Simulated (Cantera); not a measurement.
Source: NASA polynomial tables (part measured, part estimated), evaluated in Cantera. Values are per mole of reaction as written; species without (g) are pure solids or liquids, kept so even where they would boil at 1 bar.

2 NbO₂ + H₂O(g) → Nb₂O₅ + 2 H(g)

| T (K) | ΔH° (kJ) | ΔS° (J/K) | ΔG° (kJ) | log10 K |
|---|---|---|---|---|
| 398 | 370.6 | 76.0 | 340.4 | -44.67 |
| 448 | 371.8 | 78.8 | 336.5 | -39.23 |
| 498 | 373.0 | 81.3 | 332.5 | -34.87 |
| 548 | [?] | [?] | [?] | [?] |
| 598 | 375.4 | 85.8 | 324.1 | -28.31 |
| 648 | [?] | [?] | [?] | [?] |
| 698 | 377.6 | 89.2 | 315.4 | -23.60 |
| 748 | 378.6 | 90.5 | 310.9 | -21.71 |
| 798 | 379.4 | 91.6 | 306.3 | -20.05 |
| 848 | 380.0 | 92.3 | 301.7 | -18.58 |
| 898 | 380.4 | 92.8 | 297.1 | -17.28 |

Problem. What belongs in the gaps?

Solution. 
- 548, ΔH° (kJ): 374.2
- 548, ΔS° (J/K): 83.6
- 548, ΔG° (kJ): 328.4
- 548, log10 K: -31.30
- 648, ΔH° (kJ): 376.6
- 648, ΔS° (J/K): 87.6
- 648, ΔG° (kJ): 319.8
- 648, log10 K: -25.78
